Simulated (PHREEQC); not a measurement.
Dissolve 0.25 mol HF, 0.00014 mol NH4HF2, 0.0002 mol H2SiF6 and 0.41 mol TMAH per kg of water at 20 °C. Closed to the air; pH follows from the charge balance.

Computed with PHREEQC (ion-association model, phreeqc.dat).

```json
{
 "pH": "13.18",
 "ionic_strength": "0.410 mol/kgw",
 "activity_of_water": "0.986",
 "total_alkalinity": "159 meq/kg"
}
```

```tsv
species	molality	activity	log γ
(CH3)4N+	0.410	0.273	-0.176
F-	0.252	0.164	-0.187
OH-	0.158	0.103	-0.187
NH3	0.000140	0.000154	0.041
H2SiO4-2	0.000133	3.29e-5	-0.607
H3SiO4-	6.66e-5	4.44e-5	-0.176
NH4+	4.14e-8	2.54e-8	-0.212
H4SiO4	2.15e-8	2.37e-8	0.041
```

No solid was allowed to form. (CH3)4N+ isn't in the database: it is added as a free cation with an ion size of 4 Å. SiF6-2 is the database's only silicon fluoride.
